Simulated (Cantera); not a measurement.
## Catalytic stagnation flow on Pt

A jet of 2.97 % CH4, 18.8 % O2, 78.2 % N2 at 300 K and 0.0661 atm hits a platinum plate 3.4 cm away at a mass flux of 0.051 kg/m²/s; the plate temperature is set and raised in steps from an oxygen-covered start.

Detailed kinetics in Cantera: Deutschmann's 1995 Pt surface mechanism with GRI-Mech 3.0 gas chemistry. Catalytic surfaces can have several steady states; this one follows from the mechanism file's or the stated starting coverage.

```tsv
plate T (K)	wall x CH4	wall x O2	wall x H2O	wall x OH	wall x CO	wall x CO2	θ free Pt	θ O*
850	0.0262	0.181	0.00656	<1e-8	6.76e-6	0.00426	0.133	0.867
900	0.0228	0.173	0.0129	2.73e-8	8.43e-6	0.00843	0.192	0.807
950	0.0188	0.165	0.0203	9.21e-8	9.63e-6	0.0133	0.258	0.741
1000	0.0151	0.157	0.0271	2.63e-7	1.05e-5	0.0178	0.327	0.672
1050	0.0121	0.151	0.0327	6.60e-7	1.11e-5	0.0214	0.396	0.603
1100	0.00981	0.146	0.0369	1.48e-6	1.19e-5	0.0242	0.463	0.536
1150	0.00809	0.142	0.0399	3.02e-6	1.28e-5	0.0262	0.528	0.471
```
x: mole fraction at the wall; θ: surface coverage.
